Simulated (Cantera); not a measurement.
Feed: 1 mol Si, 3.4 mol NF3, 10 mol N2, equilibrated at 1475 K and 26000 Pa.

These are equilibrium values from Cantera (NASA tables, ideal gas, pure condensed phases), not measurements of a reactor. Candidate condensed phases: Si, Si3N4; 16 gas species. The numbers say what is thermodynamically allowed, not how fast it happens.

Base state: N2 0.622, F 0.321, SiF4 0.0531, F2 0.00451 (mole fractions); condensed: gas only.

Q: What changes in the equilibrium state with this change: N2 from 10 to 26 mol?

A: 
```json
[
 {"species": "N2", "before": "0.622", "after": "0.795"},
 {"species": "F", "before": "0.321", "after": "0.175"},
 {"species": "SiF4", "before": "0.0531", "after": "0.0287"},
 {"species": "F2", "before": "0.00451", "after": "0.00135"}
]
```

Q: What changes in the equilibrium state with this change: NF3 from 3.4 to 0.57 mol?

A: 
```
species         before    after
-------------  -------  -------
N2               0.622    0.958
SiF4            0.0531   0.0398
SiF3             <1e-9  0.00204
F                0.321    <1e-9
F2             0.00451    <1e-9
SiF2             <1e-9  6.20e-5
Si3N4(s), mol        0    0.189
```
The tables' values for SiF3, SiF2 are old estimates; treat these amounts as uncertain.

Q: What changes in the equilibrium state with this change: pressure from 26000 Pa to 2.90 Pa?

A: 
| species | before | after |
|---|---|---|
| N2 | 0.622 | 0.619 |
| F | 0.321 | 0.328 |
| SiF4 | 0.0531 | 0.0529 |
| F2 | 0.00451 | 5.27e-7 |
